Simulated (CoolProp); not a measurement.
Properties of ethylene along the isobar 4.04 MPa.

The numbers come from the reference Helmholtz-energy equation of state, Smukala 2000 in CoolProp.

```tsv
T (°C)	phase	density (kg/m³)	cv (kJ/(kg K))	isothermal compressibility (1/MPa)	expansivity (1/kK)
-124.35	liquid	599.3	1.436	0.001258	2.198
-97.15	liquid	562.4	1.359	0.001884	2.508
-69.95	liquid	521.9	1.322	0.003055	3.033
-42.75	liquid	474.6	1.326	0.005793	4.089
-15.55	liquid	410.3	1.381	0.01692	7.449
11.65	gas	73.51	1.420	0.4490	13.91
38.85	gas	56.58	1.396	0.3335	7.167
66.05	gas	48.01	1.449	0.2993	5.181
```
